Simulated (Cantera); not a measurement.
Gas mixture: 34.7 % H2O, 29.3 % C3H8, 36.0 % CH4, at 0.285 Torr, frozen composition.

Cantera's kinetic-theory transport with the Lennard-Jones parameters of GRI-Mech 3.0, ideal gas; thermal conductivity in the mixture-averaged form. Polar gases are described roughly by these parameters. The composition is frozen, though it would react at the higher temperatures.

D: mixture-averaged diffusion coefficient of that species in the mixture.

```csv
T (K),ρ (kg/m³),cp (J/kg/K),μ (µPa s),λ (mW/m/K),Pr,D (cm²/s) H2,D (cm²/s) CH4,D (cm²/s) NH3
400,0.000285,2167,12.9,39.2,0.711,2910,761,786
650,0.000175,?,?,?,0.747,?,?,?
900,0.000127,3492,25.8,119,0.758,11600,3290,3680
1150,9.92e-5,3924,31.2,161,0.760,17500,5010,5730
1400,8.15e-5,4252,?,?,0.758,?,?,?
1650,6.91e-5,4511,40.8,244,0.756,31800,9250,10800
```

Task: Fill in the missing entries.

Result: 
- 650, cp (J/kg/K): 2915
- 650, μ (µPa s): 19.8
- 650, λ (mW/m/K): 77.2
- 650, D (cm²/s) H2: 6700
- 650, D (cm²/s) CH4: 1850
- 650, D (cm²/s) NH3: 2010
- 1400, μ (µPa s): 36.2
- 1400, λ (mW/m/K): 203
- 1400, D (cm²/s) H2: 24200
- 1400, D (cm²/s) CH4: 7010
- 1400, D (cm²/s) NH3: 8120
